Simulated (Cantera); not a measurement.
Charge: 1 mol CH3SiCl3, 22 mol H2, held at 0.00210 bar.

Equilibrium computed with Cantera from the NASA thermochemical tables; the gas is ideal and each condensed phase is pure. Candidate condensed phases: C, C6H6, C7H8, C8H18, Si, SiC; 109 gas species. The feed counts by its element totals alone. The tables' values for SiCl are old estimates; treat these amounts as uncertain. Rates play no part.

Q: At 2498 K, list the 7 most abundant gas species with their mole fractions, and the condensed phases.

A: H2 0.492, H 0.381, HCl 0.0587, Cl 0.0322, Si 0.0234, SiC2 0.00605, C2H2 (acetylene) 0.00527. Condensed: C(graphite).
